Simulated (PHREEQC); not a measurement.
Spent oxide etchant

Consider water at 25 °C with 5.6 mmol/kgw HF, 16 mmol/kgw H2SiF6, 130 mmol/kgw HBF4 and 130 mmol/kgw HCl. Closed to the air; pH follows from the charge balance.

Equilibrium calculation in PHREEQC: ion-association model, phreeqc.dat.

| Property | Value |
|---|---|
| pH | 0.65 |
| ionic strength | 0.305 mol/kgw |
| activity of water | 0.990 |
| total alkalinity | -752 meq/kg |

| species | molality | activity | log γ |
|---|---|---|---|
| H+ | 0.289 | 0.226 | -0.107 |
| Cl- | 0.130 | 0.0890 | -0.165 |
| BF4- | 0.125 | 0.0916 | -0.135 |
| HF | 0.0192 | 0.0206 | 0.031 |
| SiF6-2 | 0.0160 | 0.00410 | -0.591 |
| H3BO3 | 0.00277 | 0.00297 | 0.031 |
| BF3OH- | 0.00221 | 0.00162 | -0.135 |
| BF2(OH)2- | 0.000146 | 0.000107 | -0.135 |
| F- | 9.03e-5 | 6.07e-5 | -0.172 |
| H4SiO4 | 1.86e-5 | 1.99e-5 | 0.031 |
| HF2- | 6.54e-6 | 4.79e-6 | -0.135 |

No solid was allowed to form. Species that the database lacks are ignored. SiF6-2 is the database's only silicon fluoride. Real BF4- forms and hydrolyses slowly; the run takes it at equilibrium.
